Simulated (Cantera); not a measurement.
An isothermal, constant-pressure homogeneous reactor starts with C2H6 : N2 = 1 : 6.4 (molar parts), at 1200 K and 0.000200 bar. Integrator tolerance rtol = 1e-08.

Cantera simulation using GRI-Mech 3.0 (53 species, 325 reactions); the numbers are that mechanism's predictions, not measurements. GRI-Mech 3.0 stops at C3 and has no aromatics, soot or wall deposition, so with more carbon than oxygen in the feed, carbon stays in small species such as C2H2 where larger ones or solid carbon would form. Radical loss at walls, strong at low pressure, is not modelled.

Q: What does this change do: N2 6.4 to 23 parts?

A: 
```csv
quantity,before,after
x(C2H6) at 200 s,5.78e-6 (gas-phase equilibrium 2.27e-10),1.87e-6 (gas-phase equilibrium 7.31e-12)
x(HCN) at 200 s,5.54e-9 (gas-phase equilibrium 0.0748),2.18e-8 (gas-phase equilibrium 0.0430)
x(CH4) at 200 s,0.0527 (gas-phase equilibrium 0.000250),0.0150 (gas-phase equilibrium 2.70e-5)
x(CH2) at 200 s,8.21e-11 (gas-phase equilibrium 2.22e-12),1.87e-10 (gas-phase equilibrium <1e-12)
x(H2) at 200 s,0.111 (gas-phase equilibrium 0.212),0.0445 (gas-phase equilibrium 0.0769)
x(C2H) at 200 s,1.13e-10 (gas-phase equilibrium 3.81e-10),1.35e-10 (gas-phase equilibrium 1.56e-10)
```

Q: What does this change do: C2H6 1 to 1.8 parts?

A: 
| quantity | before | after |
|---|---|---|
| x(C2H6) at 200 s | 5.78e-6 (gas-phase equilibrium 2.27e-10) | 7.76e-6 (gas-phase equilibrium 7.47e-10) |
| x(HCN) at 200 s | 5.54e-9 (gas-phase equilibrium 0.0748) | 2.91e-9 (gas-phase equilibrium 0.0836) |
| x(CH4) at 200 s | 0.0527 (gas-phase equilibrium 0.000250) | 0.0833 (gas-phase equilibrium 0.000543) |
| x(CH2) at 200 s | 8.21e-11 (gas-phase equilibrium 2.22e-12) | 6.26e-11 (gas-phase equilibrium 3.37e-12) |
| x(H2) at 200 s | 0.111 (gas-phase equilibrium 0.212) | 0.158 (gas-phase equilibrium 0.304) |
| x(C2H) at 200 s | 1.13e-10 (gas-phase equilibrium 3.81e-10) | 1.08e-10 (gas-phase equilibrium 5.11e-10) |
